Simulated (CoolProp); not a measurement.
Vapour-liquid equilibrium of R152A (1) + isobutene (2) at 485 kPa; x and y are mole fractions of (1).

Computed with CoolProp (multi-fluid Helmholtz-energy mixture model, Outcalt 1996 and Lemmon 2005; pair parameters Bell 2016).

```csv
x,bubble temperature (°C),y at the bubble point,dew temperature at overall composition x (°C),liquid density (mol/L)
0.05,36.3,0.154,[?],[?]
0.2,27.1,0.419,34.7,[?]
0.35,22.6,0.554,[?],11.27
0.5,20.0,0.645,24.3,[?]
0.65,18.4,0.725,19.9,12.30
0.8,17.6,[?],17.7,12.92
0.95,17.8,[?],17.8,[?]
```

**Question.** Complete the blanks.

**Answer.** 
- 0.05, dew temperature at overall composition x (°C): 39.7
- 0.05, liquid density (mol/L): 10.31
- 0.2, liquid density (mol/L): 10.81
- 0.35, dew temperature at overall composition x (°C): 29.6
- 0.5, liquid density (mol/L): 11.76
- 0.8, y at the bubble point: 0.815
- 0.95, y at the bubble point: 0.942
- 0.95, liquid density (mol/L): 13.63

y crosses x between x = 0.8 and 0.95: the model has an azeotrope there.

Pair parameters are fitted to limited data, so mixtures are less certain than the pure fluids.
